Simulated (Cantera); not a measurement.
Input: 1 mol Si, 1.3 mol HF, 10 mol H₂, at 800 K and 7.50 Torr.

These are equilibrium values from Cantera (NASA tables, ideal gas, pure condensed phases), not measurements of a reactor. Candidate condensed phases: Si; 25 gas species. Kinetics and transport are ignored.

Base state: H₂ 0.970, SiF₄ 0.0283, SiHF₃ 0.00176, SiH₂F₂ 6.50e-5 (mole fractions); condensed: Si(s).

### Question
What changes in the equilibrium state with this change: temperature from 800 K to 1200 K?

### Answer
```json
[
 {"species": "H₂", "before": "0.970", "after": "0.969"},
 {"species": "SiF₄", "before": "0.0283", "after": "0.0265"},
 {"species": "SiHF₃", "before": "0.00176", "after": "0.00237"},
 {"species": "SiF₃", "before": "3.27e-6", "after": "0.00156"},
 {"species": "SiF₂", "before": "2.13e-9", "after": "0.000100"},
 {"species": "HF", "before": "5.50e-7", "after": "0.000356"},
 {"species": "SiH₂F₂", "before": "6.50e-5", "after": "0.000104"},
 {"species": "Si(s), mol", "before": "0.670", "after": "0.664"}
]
```
The tables' values for SiF₃, SiF₂ are old estimates; treat these amounts as uncertain.
